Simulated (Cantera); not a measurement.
Feed: 1 mol Cr₂O₃, 0.33 mol H₂.

Method: chemical equilibrium by Gibbs-energy minimisation in Cantera with the NASA 1993 tables (ideal gas, pure condensed phases). Candidate condensed phases: Cr, Cr₂O₃, H₂O; 13 gas species. Mutual solubility and eutectic melting of coexisting phases are not modelled. The numbers say what is thermodynamically allowed, not how fast it happens.

Stable condensed phases, one row left out:

```
T in K \ P in Pa
              10      32     100     320    1000    3200   10000   32000  100000  320000 1000000
   1775        A       A       A       A       A       B       B       B       B       B       B
   1575        A       A       A       A       B       B       B       B       B       B       B
   1475        A       A       A       A       B       B       B       B       B       B       B
   1375        A       A       A       A       A       A       A       A       A       A       A
   1275        A       A       A       A       A       A       A       A       A       A       A
   1175        A       A       A       A       A       A       A       A       A       A       A
   1075        A       A       A       A       A       A       A       A       A       A       A
    975        A       A       A       A       A       A       A       A       A       A       A
    875        A       A       A       A       A       A       A       A       A       A       A
```

A: Cr₂O₃; B: Cr + Cr₂O₃.

Task: Give the row for 1675 K.

Result: 10: Cr₂O₃; 32: Cr₂O₃; 100: Cr₂O₃; 320: Cr₂O₃; 1000: Cr + Cr₂O₃; 3200: Cr + Cr₂O₃; 10000: Cr + Cr₂O₃; 32000: Cr + Cr₂O₃; 100000: Cr + Cr₂O₃; 320000: Cr + Cr₂O₃; 1000000: Cr + Cr₂O₃.
